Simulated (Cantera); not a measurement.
A closed system holds: 1 mol FeCl2, 3.8 mol O2, 0.17 mol H2, held at 850 °C and 170 Pa.

Method: chemical equilibrium by Gibbs-energy minimisation in Cantera with the NASA 1993 tables (ideal gas, pure condensed phases). Candidate condensed phases: Fe, FeCl2, FeCl3, FeO, Fe(OH)2, Fe(OH)3, Fe2O3, Fe3O4, H2O; 22 gas species. Rates play no part.

Problem. What is the equilibrium state?

Solution. 
| Property | Value |
|---|---|
| x(O2) | 0.723 |
| x(Cl2) | 0.160 |
| x(HCl) | 0.0786 |
| x(Cl) | 0.0195 |
| x(FeCl3) | 0.00954 |
| x(FeCl2) | 0.00881 |
| x(H2O) | 0.000210 |
| x(ClO) | 3.14e-5 |
| n(Fe2O3(s)) | 0.461 mol |
| gas amount | 4.300 mol |
| log10 activity of FeCl2(l) (absent) | -3.93 |
| log10 activity of Fe(α) (absent) | -10.17 |
| log10 activity of Fe(OH)2(s) (absent) | -13.91 |
